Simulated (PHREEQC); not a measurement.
Consider water at 25 °C with 7.6 mmol/kgw NiSO4, 0.82 mmol/kgw CaCl2 and 0.057 mmol/kgw HCl. Closed to the air; pH follows from the charge balance.

Model: ion-association model, wateq4f.dat, run in PHREEQC.

```yaml
pH: 4.42
ionic_strength: 0.0246 mol/kgw
total_alkalinity: -0.0570 meq/kg
```

| species | molality | activity | log γ |
|---|---|---|---|
| Ni+2 | 0.00572 | 0.00314 | -0.261 |
| SO4-2 | 0.00551 | 0.00306 | -0.255 |
| NiSO4 | 0.00186 | 0.00187 | 0.002 |
| Cl- | 0.00168 | 0.00144 | -0.067 |
| Ca+2 | 0.000611 | 0.000344 | -0.250 |
| CaSO4 | 0.000209 | 0.000210 | 0.002 |
| H+ | 4.36e-5 | 3.85e-5 | -0.055 |
| HSO4- | 1.33e-5 | 1.15e-5 | -0.065 |
| NiCl+ | 1.32e-5 | 1.13e-5 | -0.065 |
| Ni(SO4)2-2 | 5.63e-7 | 3.08e-7 | -0.261 |
| NiCl2 | 5.91e-8 | 5.94e-8 | 0.002 |

This is a speciation only: nothing precipitates in the calculation. Complexes and solids missing from the database can't appear.
